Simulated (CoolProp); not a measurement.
Vapour-liquid equilibrium of ethanol (1) + n-heptane (2) at 457.6 K; x and y are mole fractions of (1).

The numbers come from the multi-fluid Helmholtz-energy mixture model, Schroeder 2014 and Span 2003; pair parameters Bell 2016 in CoolProp.

**Question.** Give the bubble pressure and the first vapour's composition at x = 0.275, 0.8, 0.875. Is there an azeotrope?

**Answer.** x = 0.275: 1.603 MPa, y = 0.544; x = 0.8: 2.118 MPa, y = 0.833; x = 0.875: 2.150 MPa, y = 0.889. No azeotrope shows between x = 0.05 and 0.95.

Pair parameters are fitted to limited data, so mixtures are less certain than the pure fluids.
